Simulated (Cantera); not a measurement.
Cantera run:

```python
import numpy as np
import cantera as ct

gas_names = """
    Cu CuO Cu2 H HO2 H2 H2O H2O2 O OH O2 O3
""".split()
cond_names = """
    Cu(cr) Cu(L) CuO(s) CuO2H2(s) Cu2O(s) Cu2O(L) H2O(s) H2O(L)
""".split()


# ... load() reads the species with a 1 bar reference pressure and builds the phases ...
atoms = {
    'CuO': {'Cu': 1, 'O': 1},
    'H2': {'H': 2},
    'H2O': {'H': 2, 'O': 1},
}
top_T = {'CuO(s)': 1390}  # K; cautious upper limits of use, not melting points


# ... equilibrate(T, P, feed) seeds the gas with the atoms and calls Mixture.equilibrate('TP', solver="vcs", rtol=1e-11, max_steps=5000) ...
results = []
feed = {'CuO': 1, 'H2': 230, 'H2O': 3.8}  # mol
P = 98  # Pa
for T in [600, 700, 800, 900, 1000, 1100, 1200, 1300, 1400, 1500, 1600, 1700, 1800, 1900]:
    mix = equilibrate(T, P, feed)
    results.append((T, P, feed, dict(zip(mix.species_names, mix.species_moles))))

top = {s: max(r[3][s] / sum(r[3][g] for g in gas_names) for r in results) for s in gas_names}
cols = sorted((s for s in top if top[s] > 0.001), key=lambda s: -top[s])[:9]
seen = [c for c in cond_names if any(r[3].get(c, 0) > 1e-12 for r in results)]
print("log10 of partial pressures in bar; condensed amounts in mol")
print(f"{'T/K':>10s}" + "".join(f"{s[:9]:>10s}" for s in cols + seen))
for T, P, feed, n in results:
    ng = sum(n[g] for g in gas_names)
    print(f"{T:10.4g}" + "".join(f"{np.log10(max(n[s] / ng * P / 1e5, 1e-99)):10.3f}" for s in cols)
          + "".join(f"{n.get(c, 0):10.4g}" for c in seen))
```

It prints:

```
log10 of partial pressures in bar; condensed amounts in mol
       T/K        H2         H       H2O        Cu    Cu(cr)     Cu(L)
       600    -3.018   -17.844    -4.696   -22.476         1         0
       700    -3.018   -15.106    -4.696   -18.299         1         0
       800    -3.018   -13.047    -4.696   -15.172         1         0
       900    -3.018   -11.441    -4.696   -12.744         1         0
      1000    -3.018   -10.153    -4.696   -10.807         1         0
      1100    -3.018    -9.096    -4.696    -9.225    0.9999         0
      1200    -3.018    -8.214    -4.696    -7.911    0.9971         0
      1300    -3.018    -7.465    -4.696    -6.802    0.9624         0
      1400    -3.018    -6.822    -4.697    -5.870         0    0.6776
      1500    -3.020    -6.264    -4.698    -5.380         0         0
      1600    -3.020    -5.775    -4.699    -5.380         0         0
      1700    -3.022    -5.342    -4.699    -5.381         0         0
      1800    -3.025    -4.958    -4.701    -5.382         0         0
      1900    -3.031    -4.616    -4.705    -5.385         0         0
```

These are equilibrium values from Cantera (NASA tables, ideal gas, pure condensed phases), not measurements of a reactor.
